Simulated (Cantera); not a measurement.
A perfectly stirred reactor is fed with CO : O₂ : H₂O : N₂ = 0.0071 : 0.014 : 0.00028 : 1 (molar parts), at 4.93 atm; it is held at 1125 K, and followed from long to short residence time.

Cantera simulation using GRI-Mech 3.0 (53 species, 325 reactions); the numbers are that mechanism's predictions, not measurements.

### Question
What does this change do: 0.011 parts CH4 added?

### Answer
| quantity | before | after |
|---|---|---|
| x(CO) at τ = 22.0 s | 0.000438 | 0.00724 |
| x(O₂) at τ = 22.0 s | 0.0105 | 0.000728 |
| x(H₂O) at τ = 22.0 s | 0.000275 | 0.0120 |
| x(N₂O) at τ = 22.0 s | 1.98e-6 | 1.26e-8 |
| x(NO) at τ = 22.0 s | 2.43e-7 | 9.75e-11 |
| x(CO) at τ = 0.150 s | 0.00614 | 0.00687 |
| x(O₂) at τ = 0.150 s | 0.0133 | 0.0135 |
| x(H₂O) at τ = 0.150 s | 0.000273 | 0.000291 |
| x(N₂O) at τ = 0.150 s | 3.86e-7 | 9.05e-11 |
| x(NO) at τ = 0.150 s | 1.64e-9 | <1e-12 |

### Question
What does this change do: temperature 1125 to 873 K?

### Answer
```csv
quantity,before,after
x(CO) at τ = 22.0 s,0.000438,0.00690
x(O₂) at τ = 22.0 s,0.0105,0.0137
x(H₂O) at τ = 22.0 s,0.000275,0.000274
x(N₂O) at τ = 22.0 s,1.98e-6,8.34e-10
x(NO) at τ = 22.0 s,2.43e-7,<1e-12
x(CO) at τ = 0.150 s,0.00614,0.00695
x(O₂) at τ = 0.150 s,0.0133,0.0137
x(H₂O) at τ = 0.150 s,0.000273,0.000274
x(N₂O) at τ = 0.150 s,3.86e-7,1.74e-12
x(NO) at τ = 0.150 s,1.64e-9,<1e-12
```
